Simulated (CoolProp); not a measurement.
R245ca along the isobar 10 MPa: Z from the reference equation and from simpler models built on Tc = 447.6 K, pc = 3.941 MPa, ω = 0.355; each cubic takes its own stable root.

Model: reference Helmholtz-energy equation of state, Zhou 2016, in CoolProp.

| T (K) | phase | reference |
|---|---|---|
| 342 | liquid | 0.3608 |
| 350.4 | liquid | 0.3579 |
| 358.7 | liquid | 0.3556 |
| 367 | liquid | 0.3536 |
| 375.3 | liquid | 0.3522 |
| 383.6 | liquid | 0.3512 |
| 391.9 | liquid | 0.3508 |
| 400.2 | liquid | 0.3510 |
| 408.5 | liquid | 0.3517 |
| 416.8 | liquid | 0.3532 |
| 425.1 | liquid | 0.3555 |
| 433.4 | liquid | 0.3588 |
| 441.7 | liquid | 0.3632 |
| 450 | supercritical | 0.3689 |

Q: How far does each simpler model (Redlich-Kwong, Soave-Redlich-Kwong, Peng-Robinson) lie from the reference over these 14 states: mean and median of the absolute difference, and the worst?

A: 
- Redlich-Kwong: mean 12.8 %, median 13.0 %, worst +13.5 % at 433.4 K and 10 MPa
- Soave-Redlich-Kwong: mean 9.6 %, median 9.1 %, worst +13.5 % at 450 K and 10 MPa
- Peng-Robinson: mean 2.8 %, median 3.0 %, worst -4.8 % at 342 K and 10 MPa
